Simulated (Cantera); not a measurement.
**Thermodynamics of boron, boron nitride and boron oxide, feed BF3 + H2O + H2**

Input: 1 mol BF3, 0.38 mol H2O, 15 mol H2, equilibrated at 0.0133 bar.

Equilibrium computed with Cantera from the NASA thermochemical tables; the gas is ideal and each condensed phase is pure. Candidate condensed phases: B, B2O3, B3O3H3, H2O; 43 gas species. The tables' values for BF2 are old estimates; treat these amounts as uncertain. Equilibrium is a limit: real reactors are often held back by kinetics, nucleation or transport.

```tsv
T (K)	log p H2	log p HF	log p BF3	log p H	log p BOF	log p BF	log p BF2	log p BHF2
1525	-1.92	-3.21	-3.32	-5.59	-3.52	-6.67	-5.20	-5.08
1600	-1.92	-3.20	-3.33	-5.23	-3.52	-5.96	-4.79	-4.91
1675	-1.93	-3.18	-3.36	-4.90	-3.53	-5.36	-4.45	-4.78
1750	-1.93	-3.14	-3.41	-4.60	-3.53	-4.85	-4.18	-4.71
1825	-1.93	-3.10	-3.48	-4.32	-3.53	-4.46	-3.98	-4.68
1900	-1.94	-3.04	-3.60	-4.07	-3.54	-4.16	-3.84	-4.72
1975	-1.94	-2.99	-3.74	-3.84	-3.54	-3.93	-3.77	-4.80
2050	-1.95	-2.95	-3.93	-3.62	-3.55	-3.77	-3.75	-4.92
2125	-1.96	-2.91	-4.15	-3.42	-3.56	-3.65	-3.77	-5.07
```
log p: log10 of the partial pressure in bar; nothing condenses.

From 1525 K to 2125 K nothing is condensed. The main B-bearing gas is BF3 at 1525 K and BOF at 2125 K.
